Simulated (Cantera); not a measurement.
## Premixed flame

A freely propagating, adiabatic, planar premixed flame of 29.6 % H2, 14.8 % O2, 55.6 % N2, unburnt at 375 K and 0.306 atm; mixture-averaged transport, grid criteria slope 0.08 and curve 0.16, no radiation.

Detailed kinetics in Cantera: the H2/O2 subset of GRI-Mech 3.0, which has no nitrogen chemistry. Burning velocities carry a grid error of a few per cent, more on coarse grids.

```tsv
z (mm)	T (K)	u (m/s)	x H2	x O2	x OH	x H2O2	x H2O	x H
-5.49	375	3.07	0.296	0.148	<1e-8	<1e-8	<1e-8	<1e-8
-3.66	375	3.07	0.296	0.148	<1e-8	<1e-8	<1e-8	<1e-8
-2.74	375	3.07	0.296	0.148	<1e-8	<1e-8	<1e-8	<1e-8
-1.83	375	3.07	0.296	0.148	<1e-8	<1e-8	<1e-8	<1e-8
-0.915	378	3.09	0.294	0.148	1.87e-6	1.05e-6	4.59e-5	1.96e-6
-0.457	576	4.60	0.265	0.146	0.000833	4.42e-5	0.0136	0.00320
0	1063	8.17	0.158	0.110	0.00220	2.04e-6	0.0985	0.0367
0.457	1388	10.5	0.0619	0.0474	0.00748	1.82e-6	0.209	0.0638
0.915	1532	11.6	0.0458	0.0326	0.0104	1.25e-6	0.234	0.0603
1.83	1684	12.6	0.0449	0.0279	0.0130	6.72e-7	0.245	0.0481
3.66	1841	13.6	0.0437	0.0241	0.0150	3.40e-7	0.256	0.0353
7.32	1993	14.6	0.0402	0.0203	0.0159	1.87e-7	0.269	0.0241
14.6	2133	15.4	0.0349	0.0164	0.0154	1.18e-7	0.283	0.0151
```
x: mole fraction of selected species; z is measured from the peak of heat release.

The laminar burning velocity comes out as 307 cm/s. The thermal thickness comes out as 1.83 mm and the peak x(OH) comes out as 0.0159. The peak x(H2O2) comes out as 4.50e-5, the peak x(H) is 0.0643 and the grid points comes out as 128.
